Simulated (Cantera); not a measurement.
Gas mixture: 100 % NO, at 14.3 Torr, frozen composition.

Cantera's kinetic-theory transport with the Lennard-Jones parameters of GRI-Mech 3.0, ideal gas; thermal conductivity in the mixture-averaged form. The composition is frozen, though it would react at the higher temperatures.

D: mixture-averaged diffusion coefficient of that species in the mixture.

| T (K) | ρ (kg/m³) | cp (J/kg/K) | μ (µPa s) | λ (mW/m/K) | Pr | D (cm²/s) NO | D (cm²/s) H2 | D (cm²/s) O |
|---|---|---|---|---|---|---|---|---|
| 400 | 0.0171 | 998.6 | 23.1 | 32.4 | 0.712 | 3560 | [?] | 28.1 |
| 600 | 0.0114 | 1041 | 30.6 | 45.1 | 0.706 | 7260 | [?] | 56.0 |
| 800 | 0.00857 | 1092 | 37.1 | 57.3 | 0.708 | 11900 | [?] | 90.7 |
| 1000 | 0.00686 | 1133 | 42.9 | 68.6 | 0.709 | 17400 | [?] | 132 |
| 1200 | 0.00571 | 1159 | 48.4 | 79.3 | 0.707 | 23600 | [?] | 178 |
| 1400 | 0.00490 | 1181 | 53.4 | 89.4 | 0.706 | 30600 | [?] | 230 |

Problem. Complete the blanks.

Solution. 
- 400, D (cm²/s) H2: 67.5
- 600, D (cm²/s) H2: 133
- 800, D (cm²/s) H2: 215
- 1000, D (cm²/s) H2: 311
- 1200, D (cm²/s) H2: 421
- 1400, D (cm²/s) H2: 544
